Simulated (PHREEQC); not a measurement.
A solution holds 0.114 mol/kgw Sr(NO3)2, at 25 °C. Closed to the air; pH follows from the charge balance.

Model: ion-association model, phreeqc.dat, run in PHREEQC.

Precipitation was switched off in this run.

### Question
Predict the activity of water.

### Answer
activity of water 0.994.
